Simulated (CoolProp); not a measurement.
Vapour-liquid equilibrium of benzene (1) + n-dodecane (2) at 85.7 kPa; x and y are mole fractions of (1).

Model: multi-fluid Helmholtz-energy mixture model, Thol 2012 and Lemmon 2004; pair parameters Bell 2016, in CoolProp.

Problem. Give the bubble temperature and the first vapour's composition at x = 0.275, 0.425, 0.875. Is there an azeotrope?

Solution. x = 0.275: 395.4 K, y = 0.953; x = 0.425: 376.4 K, y = 0.983; x = 0.875: 352.1 K, y = 0.999. No azeotrope shows between x = 0.05 and 0.95.

Pair parameters are fitted to limited data, so mixtures are less certain than the pure fluids. The gap from Raoult's law changes sign with composition, which may be real or a fault of the pair parameters; it wasn't checked against measurements.
